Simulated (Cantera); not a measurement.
**Ignition delay**

Mixture: CH₄ : O₂ : N₂ : H₂O = 1 : 1 : 3.76 : 0.18 (molar parts), equivalence ratio 2.0, at 18800 Torr, adiabatic and at constant volume. Ignition delay is the time to a rise of 400 K.

Detailed kinetics in Cantera: GRI-Mech 3.0 (53 species, 325 reactions). The pressure lies above the range GRI-Mech 3.0 was tuned for (to about 10 atm).

| T0 (K) | delay (ms) |
|---|---|
| 1000 | 38.8 |
| 1050 | 16.8 |
| 1100 | 7.96 |
| 1150 | 4.07 |
| 1200 | 2.20 |
| 1250 | 1.24 |

The apparent activation energy between 1150 and 1250 K comes out as 140 kJ/mol.
